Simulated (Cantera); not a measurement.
Charge: 1 mol TiO2, 0.57 mol H2, equilibrated at 2175 K and 0.740 bar.

Cantera equilibrium calculation (NASA polynomials, part measured and part estimated; ideal gas, pure solids and liquids). Candidate condensed phases: H2O, Ti, TiO, TiO2, Ti2O3, Ti3O5, Ti4O7; 12 gas species. Condensed phases not in the tables: Magnéli phases beyond Ti4O7. The numbers say what is thermodynamically allowed, not how fast it happens.

Base state: H2 0.558, H2O 0.437, H 0.00424, OH 0.000446 (mole fractions); condensed: Ti4O7(l).

Question: What changes in the equilibrium state with this change: pressure from 0.740 bar to 14.0 mbar?

Answer: 
```tsv
species	before	after
H2	0.558	0.539
H2O	0.437	0.428
H	0.00424	0.0303
TiO2	4.12e-6	0.000218
O2	7.86e-7	4.27e-5
O	2.37e-6	0.000127
OH	0.000446	0.00323
Ti4O7(l), mol	0.250	0.250
```

Question: What changes in the equilibrium state with this change: pressure from 0.740 bar to 0.133 bar?

Answer: 
| species | before | after |
|---|---|---|
| H2 | 0.558 | 0.554 |
| H2O | 0.437 | 0.435 |
| H | 0.00424 | 0.00995 |
| TiO2 | 4.12e-6 | 2.29e-5 |
| O | 2.37e-6 | 1.32e-5 |
| OH | 0.000446 | 0.00105 |
| Ti4O7(l), mol | 0.250 | 0.250 |
